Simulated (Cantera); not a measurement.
A closed system holds: 1 mol CuO, 0.33 mol CH4, 0.31 mol H2, equilibrated at 0.00900 bar.

These are equilibrium values from Cantera (NASA tables, ideal gas, pure condensed phases), not measurements of a reactor. Candidate condensed phases: C, C6H6, C7H8, C8H18, Cu, CuO, Cu(OH)2, Cu2O, H2O; 113 gas species. Kinetics and transport are ignored.

**Question.** Which condensed phases are stable at each of these points (T (°C)): 877, 977, 1077, 1177, 1277, 1377, 1477, 1577, 1677, 1777, 1877, 1977, 2077, 2177?

**Answer.** 
```tsv
T (°C)	condensed phases	Cu condensed (%)
877	Cu(s)	100.0
977	Cu(s)	100.0
1077	Cu(s)	100.0
1177	Cu(l)	100.0
1277	Cu(l)	99.7
1377	Cu(l)	98.8
1477	Cu(l)	95.5
1577	Cu(l)	84.6
1677	Cu(l)	44.4
1777	gas only	0.0
1877	gas only	0.0
1977	gas only	0.0
2077	gas only	0.0
2177	gas only	0.0
```

From 877 °C to 1077 °C the condensed part is Cu(s). From 1177 °C to 1677 °C the condensed part is Cu(l). From 1777 °C to 2177 °C nothing is condensed.
